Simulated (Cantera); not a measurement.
An isothermal, constant-pressure homogeneous reactor starts with NO : N2 = 1 : 7.3 (molar parts), at 1525 K and 1.18 atm. Integrator tolerance rtol = 1e-08.

Detailed kinetics in Cantera: GRI-Mech 3.0 (53 species, 325 reactions).

```json
[
 {"quantity": "x(NO) at 80.0 s", "before": "0.0927 (gas-phase equilibrium 0.000808)", "after": "0.0853 (gas-phase equilibrium 0.000907)"},
 {"quantity": "x(NO2) at 80.0 s", "before": "0.000131 (gas-phase equilibrium 2.34e-6)", "after": "0.000126 (gas-phase equilibrium 2.44e-6)"},
 {"quantity": "x(N2O) at 80.0 s", "before": "3.01e-6 (gas-phase equilibrium 5.88e-8)", "after": "2.61e-6 (gas-phase equilibrium 6.56e-8)"},
 {"quantity": "x(O) at 80.0 s", "before": "6.26e-7 (gas-phase equilibrium 1.27e-6)", "after": "9.68e-7 (gas-phase equilibrium 1.76e-6)"},
 {"quantity": "x(N2) at 80.0 s", "before": "0.893 (gas-phase equilibrium 0.939)", "after": "0.897 (gas-phase equilibrium 0.939)"},
 {"quantity": "x(O2) at 80.0 s", "before": "0.0138 (gas-phase equilibrium 0.0598)", "after": "0.0175 (gas-phase equilibrium 0.0598)"}
]
```

### Question
Name the change that produced these shifts.
(A) N2 7.3 to 1.1 parts
(B) temperature 1525 to 1550 K
(C) temperature 1525 to 1925 K
(D) NO 1 to 0.25 parts

### Answer
B, temperature 1525 to 1550 K
